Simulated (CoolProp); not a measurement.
Vapour-liquid equilibrium of hydrogen chloride (1) + n-butane (2) at 239.5 K; x and y are mole fractions of (1).

Model: multi-fluid Helmholtz-energy mixture model, Thol 2018 and Bücker 2006; pair parameters Bell 2016, in CoolProp.

Task: Give the bubble pressure and the first vapour's composition at x = 0.45, 0.75, 0.95. Is there an azeotrope?

Result: x = 0.45: 0.6364 MPa, y = 0.969; x = 0.75: 0.7758 MPa, y = 0.980; x = 0.95: 0.9090 MPa, y = 0.994. No azeotrope shows between x = 0.05 and 0.95.

The pair parameters rest on a limited set of measurements; away from them the model extrapolates. With so large a gap from Raoult's law the liquid may split in two, which this calculation doesn't test in full.
